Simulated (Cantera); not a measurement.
Charge: 1 mol SiH2Cl2, 0.088 mol HCl, 6.3 mol N2, held at 1.80 bar.

These are equilibrium values from Cantera (NASA tables, ideal gas, pure condensed phases), not measurements of a reactor. Candidate condensed phases: NH4Cl, Si, Si3N4; 28 gas species. N2 is the only nitrogen source here; it is nearly inert below about 1500 K, so the nitride shown seldom forms there in practice. The tables' values for SiCl3 are old estimates; treat these amounts as uncertain. Rates play no part. All values below are at 1223 K.

Base state: N2 0.757, HCl 0.151, H2 0.0609, SiCl4 0.0301, SiHCl3 0.000375, SiCl3 0.000204, SiCl2 1.10e-5 (mole fractions); condensed: Si3N4(s).

Q: What changes in the equilibrium state with this change: SiH2Cl2 replaced by SiH4?

A: 
```json
[
 {"species": "N2", "before": "0.757", "after": "0.730"},
 {"species": "H2", "before": "0.0609", "after": "0.259"},
 {"species": "HCl", "before": "0.151", "after": "0.0114"},
 {"species": "SiCl4", "before": "0.0301", "after": "5.56e-8"},
 {"species": "SiCl3", "before": "0.000204", "after": "1.03e-8"},
 {"species": "SiHCl3", "before": "0.000375", "after": "3.90e-8"},
 {"species": "SiCl2", "before": "1.10e-5", "after": "1.51e-8"},
 {"species": "Si3N4(s), mol", "before": "0.255", "after": "0.333"}
]
```
